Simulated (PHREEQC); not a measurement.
Copper plating or etch bath (model solution)

Solution (65 °C): 0.055 mol/kgw CuSO4, 0.00013 mol/kgw HNO3 and 0.00022 mol/kgw NaCl. Closed to the air; pH follows from the charge balance.

Model: ion-association model, phreeqc.dat, run in PHREEQC.

```json
{
 "pH": "4.15",
 "ionic_strength": "0.118 mol/kgw",
 "specific_conductance": "10900 µS/cm",
 "density": "0.989 g/cm³",
 "total_alkalinity": "-0.130 meq/kg"
}
```

```
species     molality  activity   log γ
----------  --------  --------  ------
Cu+2          0.0294    0.0105  -0.448
SO4-2         0.0293   0.00958  -0.486
CuSO4         0.0254    0.0261   0.012
HSO4-       0.000236  0.000178  -0.122
Na+         0.000208  0.000158  -0.119
Cl-         0.000190  0.000140  -0.132
NO3-        0.000130   9.40e-5  -0.141
Cu2(OH)2+2   9.60e-5   3.13e-5  -0.486
```

No solid was allowed to form. Away from 25 °C the constants follow the database's enthalpies or fits; those with neither stay at their 25 °C values.
